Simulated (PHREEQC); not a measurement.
Consider water at 20 °C with 0.0037 mol/kgw (NH4)2SiF6, 0.075 mol/kgw NaOH and 0.0043 mol/kgw KHCO3. Closed to the air; pH follows from the charge balance.

Computed with PHREEQC (ion-association model, phreeqc.dat).

This is a speciation only: nothing precipitates in the calculation.

Task: Predict the pH, ionic strength, density.

Result: pH 12.70; ionic strength 0.0816 mol/kgw; density 1.002 g/cm³.

Task: In which forms is Si present?

Result: H3SiO4- 68 %, H2SiO4-2 31 % of the Si.

Complexes and solids missing from the database can't appear. SiF6-2 is the database's only silicon fluoride.
